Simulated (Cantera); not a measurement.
A counterflow diffusion flame at 1.18 atm, nozzles 20 mm apart: fuel side 100 % CH3OH at 350 K, oxidiser side 24.0 % O2, 76.0 % N2 at 775 K, fuel mass flux 1.6 times the oxidiser's; mixture-averaged transport, no radiation.

Cantera simulation using GRI-Mech 3.0 (53 species, 325 reactions); the numbers are that mechanism's predictions, not measurements. GRI-Mech 3.0 was tuned for natural gas; its chemistry of methanol as a main component is partial and can be far from experiment. GRI-Mech 3.0 has no aromatics or soot, which form on the fuel side of real flames. The maximum strain rate includes the flame's own expansion and is several times the mean.

x: mole fraction; the columns are a selection and need not sum to one.

```tsv
oxidiser flux (kg/m²/s)	max strain (1/s)	mean strain (1/s)	T max (K)	peak x OH	peak x H	peak x NO	peak x CO	peak x C2H2
0.3	228	46.0	2379	0.0149	0.00743	0.000439	0.208	0.000115
0.43	315	65.9	2340	0.0152	0.00831	0.000308	0.206	0.000149
0.62	439	95.0	2293	0.0154	0.00927	0.000208	0.203	0.000190
0.88	605	135	2245	0.0155	0.0102	0.000143	0.201	0.000236
1.3	867	199	2190	0.0155	0.0113	9.92e-5	0.197	0.000298
1.8	1170	276	2149	0.0155	0.0123	7.72e-5	0.196	0.000357
2.6	[?]	398	2094	0.0152	0.0134	[?]	0.192	[?]
3.7	2310	567	2040	0.0147	0.0143	4.59e-5	0.188	0.000477
5.3	[?]	812	1986	0.0141	0.0150	[?]	0.184	0.000511
```

**Question.** Complete the blanks.

**Answer.** 
- 2.6, max strain (1/s): 1650
- 2.6, peak x NO: 5.83e-5
- 2.6, peak x C2H2: 0.000422
- 5.3, max strain (1/s): 3260
- 5.3, peak x NO: 3.66e-5
